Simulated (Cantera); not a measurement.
Feed: 1 mol BCl₃, 3.4 mol H₂, held at 1200 Pa.

These are equilibrium values from Cantera (NASA tables, ideal gas, pure condensed phases), not measurements of a reactor. Candidate condensed phases: B; 13 gas species. Gases not in the tables: BHCl₂. The numbers say what is thermodynamically allowed, not how fast it happens.

Over these rows the condensed part is B(s). Partial pressures as log10 of bar:

| T (K) | 1000/T (1/K) | log p Cl | log p H₂ | log p HCl | log p BCl₃ |
|---|---|---|---|---|---|
| 1398 | 0.7153 | -6.68 | -2.19 | -2.36 | -2.96 |
| 1448 | 0.6906 | -6.36 | -2.20 | -2.33 | -3.01 |
| 1498 | 0.6676 | ? | -2.21 | -2.31 | -3.06 |
| 1548 | 0.6460 | -5.78 | -2.22 | -2.29 | -3.11 |
| 1598 | 0.6258 | -5.53 | -2.23 | -2.27 | -3.17 |
| 1648 | 0.6068 | -5.29 | -2.24 | -2.26 | -3.24 |

Task: Fit log p(Cl) = a + b·(1000/T) to the five rows, give the apparent enthalpy, and predict the row at 1498 K.

Result: Means: 1000/T = 0.6569, log p = -5.928. Sxy = -0.104430, Sxx = 0.0081423, so b = -12.83 and a = -5.928 − (-12.83)×0.6569 = 2.50.
Apparent enthalpy: −19.145 × (-12.83) = 246 kJ/mol. With the condensed phases at unit activity, 1/3 BCl₃(g) = Cl(g) + 1/3 B(s) links this pressure to the main gases: over the six rows their terms move log p by -0.09 in all, so the slope isn't that reaction's ΔH° alone. The five rows lie within 0.01 of the line.
Prediction at 1498 K: 2.50 + (-12.83)×0.6676 = -6.07. The computed value is -6.06, 0.01 from the line.
